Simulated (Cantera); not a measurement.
## Premixed flame

A freely propagating, adiabatic, planar premixed flame of H2 : O2 : N2 : H2O = 1 : 0.333 : 1.25 : 0.086 (molar parts), equivalence ratio 1.5, unburnt at 300 K and 0.330 bar; mixture-averaged transport, grid criteria slope 0.08 and curve 0.16, no radiation.

Cantera simulation using the H2/O2 subset of GRI-Mech 3.0, which has no nitrogen chemistry; the numbers are that mechanism's predictions, not measurements. Burning velocities carry a grid error of a few per cent, more on coarse grids.

```json
[
 {"z (mm)": "-3.97", "T (K)": "300", "u (m/s)": "2.67", "x H2": "0.375", "x O2": "0.125", "x H2O": "0.0322", "x OH": "<1e-8", "x H": "<1e-8", "x H2O2": "<1e-8"},
 {"z (mm)": "-2.65", "T (K)": "300", "u (m/s)": "2.67", "x H2": "0.375", "x O2": "0.125", "x H2O": "0.0322", "x OH": "<1e-8", "x H": "<1e-8", "x H2O2": "<1e-8"},
 {"z (mm)": "-1.99", "T (K)": "300", "u (m/s)": "2.67", "x H2": "0.375", "x O2": "0.125", "x H2O": "0.0322", "x OH": "<1e-8", "x H": "<1e-8", "x H2O2": "<1e-8"},
 {"z (mm)": "-1.32", "T (K)": "300", "u (m/s)": "2.67", "x H2": "0.375", "x O2": "0.125", "x H2O": "0.0322", "x OH": "<1e-8", "x H": "<1e-8", "x H2O2": "<1e-8"},
 {"z (mm)": "-0.662", "T (K)": "303", "u (m/s)": "2.69", "x H2": "0.373", "x O2": "0.125", "x H2O": "0.0323", "x OH": "7.80e-7", "x H": "9.45e-8", "x H2O2": "6.53e-7"},
 {"z (mm)": "-0.331", "T (K)": "453", "u (m/s)": "3.94", "x H2": "0.354", "x O2": "0.124", "x H2O": "0.0408", "x OH": "0.000731", "x H": "0.00115", "x H2O2": "8.56e-5"},
 {"z (mm)": "0", "T (K)": "899", "u (m/s)": "7.56", "x H2": "0.279", "x O2": "0.103", "x H2O": "0.0962", "x OH": "0.000976", "x H": "0.0245", "x H2O2": "1.14e-5"},
 {"z (mm)": "0.331", "T (K)": "1241", "u (m/s)": "10.3", "x H2": "0.174", "x O2": "0.0499", "x H2O": "0.201", "x OH": "0.00334", "x H": "0.0652", "x H2O2": "1.16e-6"},
 {"z (mm)": "0.662", "T (K)": "1414", "u (m/s)": "11.6", "x H2": "0.121", "x O2": "0.0153", "x H2O": "0.266", "x OH": "0.00528", "x H": "0.0823", "x H2O2": "9.60e-7"},
 {"z (mm)": "1.32", "T (K)": "1555", "u (m/s)": "12.7", "x H2": "0.111", "x O2": "0.00506", "x H2O": "0.287", "x OH": "0.00675", "x H": "0.0761", "x H2O2": "6.65e-7"},
 {"z (mm)": "2.65", "T (K)": "1689", "u (m/s)": "13.7", "x H2": "0.118", "x O2": "0.00355", "x H2O": "0.292", "x OH": "0.00759", "x H": "0.0608", "x H2O2": "3.79e-7"},
 {"z (mm)": "5.30", "T (K)": "1821", "u (m/s)": "14.6", "x H2": "0.124", "x O2": "0.00232", "x H2O": "0.299", "x OH": "0.00762", "x H": "0.0455", "x H2O2": "1.90e-7"},
 {"z (mm)": "10.6", "T (K)": "1937", "u (m/s)": "15.4", "x H2": "0.128", "x O2": "0.00131", "x H2O": "0.306", "x OH": "0.00674", "x H": "0.0321", "x H2O2": "9.42e-8"}
]
```
x: mole fraction of selected species; z is measured from the peak of heat release.

```
Item                         Value
------------------------  --------
laminar burning velocity  267 cm/s
thermal thickness          1.32 mm
peak x(OH)                 0.00772
peak x(H)                   0.0829
peak x(H2O2)               9.17e-5
grid points                    128
```
